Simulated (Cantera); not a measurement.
Charge: 1 mol Si3N4, 4.6 mol H2, equilibrated at 1.00 bar.

These are equilibrium values from Cantera (NASA tables, ideal gas, pure condensed phases), not measurements of a reactor. Candidate condensed phases: Si, Si3N4; 18 gas species. Gases not in the tables: Si2H6 and higher silanes. Rates play no part.

What share of the Si ends up in condensed phases as a function of T (K), at 2175, 2225, 2275, 2325, 2375, 2425, 2475, 2525, 2575, 2625, 2675, 2725, 2775, 2825?


| T (K) | Si condensed (%) | as |
|---|---|---|
| 2175 | 99.8 | Si(l) |
| 2225 | 99.8 | Si(l) |
| 2275 | 99.7 | Si(l) |
| 2325 | 99.5 | Si(l) |
| 2375 | 99.3 | Si(l) |
| 2425 | 99.0 | Si(l) |
| 2475 | 98.6 | Si(l) |
| 2525 | 98.0 | Si(l) |
| 2575 | 97.2 | Si(l) |
| 2625 | 96.2 | Si(l) |
| 2675 | 94.7 | Si(l) |
| 2725 | 92.8 | Si(l) |
| 2775 | 90.2 | Si(l) |
| 2825 | 86.8 | Si(l) |
